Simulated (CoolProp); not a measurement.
A simple Rankine cycle with R124: condensing at 308.15 K, boiler at 1.56 MPa, turbine inlet 367.8 K, turbine efficiency 0.85, pump efficiency 0.7, no recuperator. Each further row changes one setting.

Computed with CoolProp (reference Helmholtz-energy equation of state, de Vries 1995).

```json
[
 {"case": "as stated", "thermal efficiency (%)": "8.9", "net work (kJ/kg)": "15.6", "heat in (kJ/kg)": "176", "turbine exit temperature (K)": "332.1", "volume ratio over the turbine": "3.21"},
 {"case": "turbine inlet 387.8 K", "thermal efficiency (%)": "8.8", "net work (kJ/kg)": "17.3", "heat in (kJ/kg)": "196", "turbine exit temperature (K)": "353.7", "volume ratio over the turbine": "3.12"},
 {"case": "condensing temperature 300.15 K", "thermal efficiency (%)": "10.3", "net work (kJ/kg)": "19.1", "heat in (kJ/kg)": "185", "turbine exit temperature (K)": "325.7", "volume ratio over the turbine": "4.06"},
 {"case": "boiler pressure 1.09 MPa", "thermal efficiency (%)": "6.3", "net work (kJ/kg)": "11.6", "heat in (kJ/kg)": "184", "turbine exit temperature (K)": "345.6", "volume ratio over the turbine": "2.14"},
 {"case": "turbine efficiency 0.75", "thermal efficiency (%)": "7.7", "net work (kJ/kg)": "13.6", "heat in (kJ/kg)": "176", "turbine exit temperature (K)": "334.4", "volume ratio over the turbine": "3.24"}
]
```
